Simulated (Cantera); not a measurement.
An adiabatic, constant-volume homogeneous reactor starts with CH₄ : O₂ : N₂ : CO₂ = 1 : 1 : 6.4 : 0.88 (molar parts), equivalence ratio 2.0, at 1000 K and 3750 Torr. Integrator tolerance rtol = 1e-08.

Model: GRI-Mech 3.0 (53 species, 325 reactions), integrated in Cantera.

```
quantity                                                            before                                      after
---------------------------------  ---------------------------------------  -----------------------------------------
time of steepest temperature rise                                  0.437 s                                     1.34 s
temperature at 4.00 s                                               1902 K                                     1902 K
equilibrium temperature                                             1902 K                                     1902 K
x(CH₄) at 4.00 s                   3.08e-9 (gas-phase equilibrium 3.35e-9)  4.86e-10 (gas-phase equilibrium 5.37e-10)
x(O₂) at 4.00 s                    5.92e-9 (gas-phase equilibrium 5.92e-9)    1.47e-8 (gas-phase equilibrium 1.47e-8)
x(CO₂) at 4.00 s                     0.0562 (gas-phase equilibrium 0.0562)      0.0562 (gas-phase equilibrium 0.0562)
x(C₂H₂) at 4.00 s                    <1e-12 (gas-phase equilibrium <1e-12)      <1e-12 (gas-phase equilibrium <1e-12)
x(C₂H₆) at 4.00 s                    <1e-12 (gas-phase equilibrium <1e-12)      <1e-12 (gas-phase equilibrium <1e-12)
```

Name the change that produced these shifts.
(A) constant pressure in place of constant volume
(B) CO2 0.88 to 1.6 parts
(C) initial temperature 1000 to 1750 K
(D) pressure from 3750 Torr to 1500 Torr

D, pressure from 3750 Torr to 1500 Torr
